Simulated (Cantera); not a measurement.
Cantera run, input and output.

```python
import numpy as np
import cantera as ct

gas = ct.Solution("h2o2.yaml")
gas.TPX = 1225, 13332, {'H2': 0.39, 'O2': 1, 'N2': 5}
reactor = ct.IdealGasConstPressureReactor(gas, energy="off", clone=False)
net = ct.ReactorNet([reactor])
net.rtol, net.atol = 1e-08, 1e-18
show = ['H2', 'O2', 'H2O2', 'H', 'H2O', 'O']
times = np.geomspace(3e-06, 90, 11)

steps = ct.SolutionArray(gas, extra=["t"])
rows = []
print(f"{'t/s':>10s}{'T/K':>9s}{'P/Pa':>11s}" + "".join(f"{s:>11s}" for s in show))
for t in times:
    while net.time < t:
        t_next = net.step()
        steps.append(gas.state, t=t_next)
    rows.append([np.interp(t, steps.t, y) for y in (steps.T, steps.P, *steps(*show).X.T)])
    print(f"{t:10.3e}{rows[-1][0]:9.1f}{rows[-1][1]:11.4g}" + "".join(f"{x:11.3e}" for x in rows[-1][2:]))
rate = np.gradient(steps.T, steps.t)
print("integrator steps:", len(steps.t))
if steps.T.max() > steps.T[0] + 200:
    print(f"time of steepest temperature rise: {steps.t[rate.argmax()]:.4e} s")
gas.TPX = 1225, 13332, {'H2': 0.39, 'O2': 1, 'N2': 5}
gas.equilibrate("TP")
print(f"equilibrium (TP): T = {gas.T:.1f} K  " + "  ".join(f"{s} {gas[s].X[0]:.3e}" for s in show))
```

Output:

```
       t/s      T/K       P/Pa         H2         O2       H2O2          H        H2O          O
 3.000e-06   1225.0  1.333e+04  6.103e-02  1.565e-01  3.849e-14  3.979e-10  4.516e-12  2.420e-11
 1.678e-05   1225.0  1.333e+04  6.103e-02  1.565e-01  1.201e-12  2.255e-09  5.255e-10  5.923e-10
 9.387e-05   1225.0  1.333e+04  6.103e-02  1.565e-01  3.861e-11  6.846e-08  8.895e-08  3.189e-08
 5.251e-04   1225.0  1.333e+04  1.039e-02  1.297e-01  7.370e-07  2.097e-02  3.850e-02  1.232e-02
 2.937e-03   1225.0  1.333e+04  7.829e-04  1.286e-01  5.611e-07  1.441e-03  6.061e-02  2.714e-03
 1.643e-02   1225.0  1.333e+04  2.169e-05  1.299e-01  1.246e-07  6.279e-06  6.282e-02  7.410e-05
 9.192e-02   1225.0  1.333e+04  1.093e-06  1.299e-01  1.601e-08  8.396e-08  6.293e-02  4.180e-06
 5.142e-01   1225.0  1.333e+04  1.196e-07  1.299e-01  2.454e-09  3.341e-09  6.295e-02  4.883e-07
 2.876e+00   1225.0  1.333e+04  2.020e-08  1.299e-01  4.731e-10  2.409e-10  6.295e-02  8.411e-08
 1.609e+01   1225.0  1.333e+04  1.022e-08  1.299e-01  2.482e-10  8.724e-11  6.295e-02  4.200e-08
 9.000e+01   1225.0  1.333e+04  1.018e-08  1.299e-01  2.472e-10  8.670e-11  6.295e-02  4.181e-08
integrator steps: 2049
equilibrium (TP): T = 1225.0 K  H2 1.018e-08  O2 1.299e-01  H2O2 2.472e-10  H 8.670e-11  H2O 6.295e-02  O 4.181e-08
```

Model: the H2/O2 subset of GRI-Mech 3.0, which has no nitrogen chemistry, integrated in Cantera. The temperature is held fixed by assumption; the heat of reaction is taken as removed at once.
